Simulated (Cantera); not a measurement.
A perfectly stirred reactor is fed with CO : H2 : CH4 : O2 : N2 = 1 : 0.21 : 0.068 : 0.494 : 4.54 (molar parts), equivalence ratio 1.5, at 5630 Torr; it is adiabatic with a 473 K inlet, and is followed from long to short residence time, starting on the burning branch (τ in s: 0.35, 0.085, 0.021, 0.0051, 0.0013, 0.00031, 7.5e-05, 1.8e-05, 4.5e-06).

Detailed kinetics in Cantera: GRI-Mech 3.0 (53 species, 325 reactions).

One state of this run: T (K) = 1609; x CO = 0.0777; x H2 = 0.00860; x CH4 = 0.000157; x CH2O = 4.79e-6; x C2H = 2.62e-10. x: mole fraction; the columns are a selection and need not sum to one.

Question: Which value of τ (s) does it belong to?
(A) 0.00031
(B) 4.5e-6
(C) 0.021
(D) 0.35

Answer: A, 0.00031
